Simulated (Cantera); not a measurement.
An isothermal plug-flow reactor at 650 K and 500000 Pa (inlet), inlet velocity 0.32 m/s, active area per volume 100 1/m; feed 0.527 % H2, 4.79 % O2, 94.7 % N2, equivalence ratio 0.055.

Detailed kinetics in Cantera: Deutschmann's 1995 Pt surface mechanism with GRI-Mech 3.0 gas chemistry. Catalytic surfaces can have several steady states; this one follows from the mechanism file's or the stated starting coverage. Mass transfer to the wall is taken as infinitely fast.

x: gas mole fraction; θ: surface coverage.

```
z (m)        x H2    x O2    x H2O  θ free Pt   θ O*    θ OH*
-------  --------  ------  -------  ---------  -----  -------
5.4e-05   0.00480  0.0477        …      0.173  0.815   0.0119
9e-05     0.00453  0.0476        …      0.164  0.824   0.0120
0.00015   0.00414  0.0474        …      0.150  0.838   0.0120
0.00025   0.00362  0.0471        …      0.132  0.856   0.0119
0.00042   0.00297  0.0468        …      0.109  0.879   0.0116
0.0007    0.00230  0.0465        …     0.0849  0.904   0.0109
0.0012    0.00163  0.0462        …     0.0607  0.930  0.00982
0.0019    0.00116  0.0460        …     0.0433  0.948  0.00864
0.0033   0.000729  0.0458  0.00456     0.0275  0.965  0.00714
0.0054   0.000468  0.0456  0.00482     0.0178  0.976  0.00587
```

Question: Some entries are withheld; supply them.

Answer: 
- 5.4e-05, x H2O: 0.000473
- 9e-05, x H2O: 0.000745
- 0.00015, x H2O: 0.00114
- 0.00025, x H2O: 0.00166
- 0.00042, x H2O: 0.00231
- 0.0007, x H2O: 0.00298
- 0.0012, x H2O: 0.00365
- 0.0019, x H2O: 0.00413
